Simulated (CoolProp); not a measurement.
CH3F (R41) at 293.15 K and 4.9 MPa is throttled through a valve to 0.249 MPa with no heat exchange. Each further row changes one setting.

Model: reference Helmholtz-energy equation of state, Lemmon 2006, in CoolProp. It is a short technical equation, of lower accuracy than the large ones.

```tsv
case	temperature change (K)	final phase	final density (kg/m³)
as stated	-80.4	two-phase, vapour fraction 0.413	12.4
outlet pressure 0.0747 MPa	-103.7	two-phase, vapour fraction 0.484	3.45
outlet pressure 0.324 MPa	-74.4	two-phase, vapour fraction 0.394	16.7
```
